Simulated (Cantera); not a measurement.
Mixture: 10.3 % CO, 0.361 % H2, 13.4 % CH4, 14.6 % O2, 61.3 % N2, equivalence ratio 2.2, at 21.0 bar, adiabatic and at constant volume. Ignition delay is the time to a rise of 400 K.

Computed with Cantera and GRI-Mech 3.0 (53 species, 325 reactions). The pressure lies above the range GRI-Mech 3.0 was tuned for (to about 10 atm).

### Question
Predict: delay at 1100 K; delay at 1175 K; delay at 1250 K; delay at 1325 K; delay at 1400 K; delay at 1475 K; apparent activation energy between 1325 and 1475 K.

### Answer
```
Quantity                                                 Value
--------------------------------------------------  ----------
delay at 1100 K                                        18.8 ms
delay at 1175 K                                        6.67 ms
delay at 1250 K                                        2.57 ms
delay at 1325 K                                        1.06 ms
delay at 1400 K                                       0.459 ms
delay at 1475 K                                       0.209 ms
apparent activation energy between 1325 and 1475 K  180 kJ/mol
```
